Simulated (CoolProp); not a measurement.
Isohexane along the isotherm 248.55 °C: density (kg/m³) from the reference equation and from simpler models built on Tc = 224.6 °C, pc = 30.43 bar, ω = 0.280; each cubic takes its own stable root.

The numbers come from the reference Helmholtz-energy equation of state, Lemmon 2006 in CoolProp. It is a short technical equation, of lower accuracy than the large ones.

```
p (bar)          phase  reference
-------  -------------  ---------
0.962              gas      1.929
2.19               gas      4.446
4.98               gas      10.41
11.3               gas      25.47
25.8               gas      74.84
58.7     supercritical      358.3
134      supercritical      447.4
304      supercritical      511.8
```

### Question
How far does each simpler model (ideal gas, van der Waals, Soave-Redlich-Kwong) lie from the reference over these 8 states: mean and median of the absolute difference, and the worst?

### Answer
- ideal gas: mean 22.2 %, median 14.9 %, worst -67.5 % at 248.55 °C and 58.7 bar
- van der Waals: mean 10.1 %, median 2.1 %, worst -25.7 % at 248.55 °C and 304 bar
- Soave-Redlich-Kwong: mean 3.9 %, median 1.4 %, worst -15.8 % at 248.55 °C and 58.7 bar
